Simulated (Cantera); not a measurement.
Feed: 1 mol CF4, 0.49 mol CH4, 2.1 mol H2, at 53.0 Pa.

Equilibrium computed with Cantera from the NASA thermochemical tables; the gas is ideal and each condensed phase is pure. Candidate condensed phases: C, C6H6, C7H8, C8H18; 95 gas species. Rates play no part. All values below are at 3150 °C.

Base state: H 0.519, F 0.324, C 0.117, HF 0.0301, C2 0.00434, CF 0.00291, C3 0.00142, H2 0.000585 (mole fractions); condensed: gas only.

### Question
What changes in the equilibrium state with this change: H2 from 2.1 to 0.035 mol?

### Answer
| species | before | after |
|---|---|---|
| F | 0.324 | 0.527 |
| H | 0.519 | 0.259 |
| C | 0.117 | 0.170 |
| HF | 0.0301 | 0.0244 |
| H2 | 0.000585 | 0.000145 |
| C3 | 0.00142 | 0.00432 |
| CF | 0.00291 | 0.00684 |
| C2 | 0.00434 | 0.00910 |
| CH | 1.59e-5 | 1.15e-5 |

### Question
What changes in the equilibrium state with this change: H2 from 2.1 to 0.036 mol?

### Answer
```csv
species,before,after
F,0.324,0.527
H,0.519,0.259
C,0.117,0.170
HF,0.0301,0.0244
H2,0.000585,0.000145
C3,0.00142,0.00432
CF,0.00291,0.00683
C2,0.00434,0.00910
CH,1.59e-5,1.15e-5
```
